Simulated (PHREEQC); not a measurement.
A solution holds 5.2 mmol/kgw NiSO4, 2.6 mmol/kgw NaOH and 64 mmol/kgw NiCl2, at 25 °C. It is in equilibrium with CO2 at log p = 0 (atm). Otherwise closed; pH follows from the charge balance.

Computed with PHREEQC (ion-association model, wateq4f.dat).

Task: The ionic strength comes out as 0.187 mol/kgw. What activity coefficients do NiCl+, NaSO4-, HSO4-, SO4-2, Ni+2 get?

Result: NiCl+ 0.75, NaSO4- 0.75, HSO4- 0.73, SO4-2 0.30, Ni+2 0.32.

Precipitation was switched off in this run. Complexes and solids missing from the database can't appear.
